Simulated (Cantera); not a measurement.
An adiabatic, constant-volume homogeneous reactor starts with CO : H2 : O2 : N2 = 2.7 : 0.15 : 0.359 : 1.55 (molar parts), at 1675 K and 750 Torr.

Detailed kinetics in Cantera: GRI-Mech 3.0 (53 species, 325 reactions).

One state of this run: T (K) = 2583; P (bar) = 1.47; x CO = 0.480; x H2 = 0.00797; x O2 = 0.00649; x OH = 0.00664; x H2O = 0.0124; x HO2 = 8.19e-7. x: mole fraction; the columns are a selection and need not sum to one.

**Question.** Which value of t (s) does it belong to?
A) 0.0833
B) 0.0240
C) 0.000577
D) 0.000167

**Answer.** D, 0.000167
